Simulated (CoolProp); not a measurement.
Vapour-liquid equilibrium of m-xylene (1) + n-decane (2) at 0.0034 bar; x and y are mole fractions of (1).

Model: multi-fluid Helmholtz-energy mixture model, Zhou 2012 and Lemmon 2006; pair parameters Bell 2016, in CoolProp.

Problem. Give the bubble temperature and the first vapour's composition at x = 0.2, 0.35, 0.95. Is there an azeotrope?

Solution. x = 0.2: 295.6 K, y = 0.637; x = 0.35: 290.7 K, y = 0.789; x = 0.95: 279.8 K, y = 0.992. No azeotrope shows between x = 0.05 and 0.95.

Pair parameters are fitted to limited data, so mixtures are less certain than the pure fluids.
